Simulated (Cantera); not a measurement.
A closed system holds: 1 mol Zr, 14 mol H2O, 1.2 mol N2, equilibrated at 2123 K.

Cantera equilibrium calculation (NASA polynomials, part measured and part estimated; ideal gas, pure solids and liquids). Candidate condensed phases: H2O, Zr, ZrN, ZrO2; 28 gas species. Equilibrium is a limit: real reactors are often held back by kinetics, nucleation or transport.

x: gas mole fraction; n: condensed amount in mol.

```csv
P (Pa),x H2O,x H,x O,x H2,x N2,x OH,x O2,n ZrO2(tetragonal)
0.100,0.00699,0.643,0.246,0.0321,0.0313,0.0173,0.0228,0.981
2.50,0.288,0.293,0.0776,0.167,0.0535,0.0624,0.0567,1.000
63,0.667,0.0553,0.00799,0.150,0.0733,0.0305,0.0152,1.000
1600,0.771,?,?,0.132,0.0780,?,?,1.00
40000,0.786,?,?,0.131,0.0788,?,?,1.00
1000000,0.789,0.000411,6.77e-7,0.131,0.0789,0.000305,1.73e-6,1.00
```

Q: Complete the blanks.

A: 
- 1600, x H: 0.0103
- 1600, x O: 0.000414
- 1600, x OH: 0.00746
- 1600, x O2: 0.00103
- 40000, x H: 0.00205
- 40000, x O: 1.69e-5
- 40000, x OH: 0.00152
- 40000, x O2: 4.31e-5
